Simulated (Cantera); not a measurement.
What does this Cantera script print?

```python
import numpy as np
import cantera as ct

gas = ct.Solution("gri30.yaml")
gas.TPX = 1350, 1800, {'N2O': 1}
inlet = ct.Reservoir(gas, clone=True)

reactor = ct.IdealGasConstPressureReactor(gas, energy="off", clone=False)
exhaust = ct.Reservoir(gas, clone=True)
tau = [3.9, 1.9, 0.91, 0.44, 0.21, 0.1, 0.05, 0.024, 0.012, 0.0057][0]
for a, b in ((inlet, reactor), (reactor, exhaust)):
    ct.MassFlowController(a, b, mdot=lambda t: reactor.mass / tau)
net = ct.ReactorNet([reactor])
show = ['N2O', 'O', 'NO', 'N2', 'NO2', 'O2']

rows = []
print(f"{'tau/s':>10s}{'T/K':>9s}" + "".join(f"{s:>11s}" for s in show))
for tau in [3.9, 1.9, 0.91, 0.44, 0.21, 0.1, 0.05, 0.024, 0.012, 0.0057]:
    net.initial_time = 0.0
    net.advance(30 * tau)
    before = gas.X
    net.advance(40 * tau)
    drift = np.max(np.abs(gas.X - before) / (gas.X + 1e-9))
    rows.append([gas.T, *gas[show].X, drift])
    print(f"{tau:10.3e}{gas.T:9.1f}" + "".join(f"{x:11.3e}" for x in gas[show].X))
```

Output:

```
     tau/s      T/K        N2O          O         NO         N2        NO2         O2
 3.900e+00   1350.0  5.534e-01  1.427e-05  5.121e-02  2.721e-01  1.108e-05  1.233e-01
 1.900e+00   1350.0  7.176e-01  1.430e-05  3.241e-02  1.721e-01  6.033e-06  7.792e-02
 9.100e-01   1350.0  8.413e-01  1.431e-05  1.822e-02  9.667e-02  2.896e-06  4.377e-02
 4.400e-01   1350.0  9.164e-01  1.432e-05  9.598e-03  5.092e-02  1.287e-06  2.305e-02
 2.100e-01   1350.0  9.583e-01  1.431e-05  4.789e-03  2.541e-02  5.120e-07  1.150e-02
 1.000e-01   1350.0  9.797e-01  1.430e-05  2.329e-03  1.236e-02  1.795e-07  5.592e-03
 5.000e-02   1350.0  9.898e-01  1.427e-05  1.174e-03  6.240e-03  5.956e-08  2.819e-03
 2.400e-02   1350.0  9.951e-01  1.420e-05  5.641e-04  3.005e-03  1.644e-08  1.354e-03
 1.200e-02   1350.0  9.975e-01  1.408e-05  2.804e-04  1.501e-03  4.471e-09  6.731e-04
 5.700e-03   1350.0  9.988e-01  1.382e-05  1.309e-04  7.078e-04  1.029e-09  3.143e-04
```

Computed with Cantera and GRI-Mech 3.0 (53 species, 325 reactions). GRI-Mech 3.0 was tuned for natural gas; its chemistry of N2O as a main component is partial and can be far from experiment. Radical loss at walls, strong at low pressure, is not modelled. The mechanism lacks the step 2 NO + O2 → 2 NO2, which can matter for NO2 below about 1400 K. The temperature is held fixed by assumption; the heat of reaction is taken as removed at once.
